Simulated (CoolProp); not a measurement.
n-perfluorohexane at 378.38 K and 16.9 MPa is throttled through a valve to 3.63 MPa with no heat exchange. Each further row changes one setting.

The numbers come from the reference Helmholtz-energy equation of state, Gao 2022 in CoolProp.

```tsv
case	final density (kg/m³)
as stated	(withheld)
outlet pressure 1.09 MPa	(withheld)
outlet pressure 4.72 MPa	(withheld)
```

Q: Complete the blanks.

A: 
- as stated, final density (kg/m³): 1440
- outlet pressure 1.09 MPa, final density (kg/m³): 1410
- outlet pressure 4.72 MPa, final density (kg/m³): 1450
